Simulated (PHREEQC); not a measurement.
Synthetic water in mg/L, 25 °C, pH 8.03, pe 9.5:

```
constituent                mg/L
-----------------------  ------
Na                         28.6
K                        0.0789
Ca                           16
Mg                         9.31
Cl                         58.3
S(6) as SO4                77.4
Alkalinity as HCO3         42.2
Ni                         2.64
Pb                        0.356
O(0) (dissolved oxygen)   0.177
Zn                         1.93
```

Cl is adjusted to close the charge balance.
Valence states are taken as typed.

All values are PHREEQC results (ion-association model, wateq4f.dat), not measurements.

No solid was allowed to form.

Task: Estimate the ionic strength.

Result: ionic strength 0.00418 mol/kgw.

Task: In which forms is Ni present?

Result: NiCO3 92 %, Ni+2 6.2 %, Ni(CO3)2-2 0.6 %, NiSO4 0.5 % of the Ni.

The solution is supersaturated, for example in Pb(OH)2, Cerrusite, so a real one may precipitate; this is no full list. Complexes and solids missing from the database can't appear. The database's nickel carbonate constants are estimates that later reviews lower a good deal. The database's zinc carbonate complexes are estimates, stronger than later reviews accept.
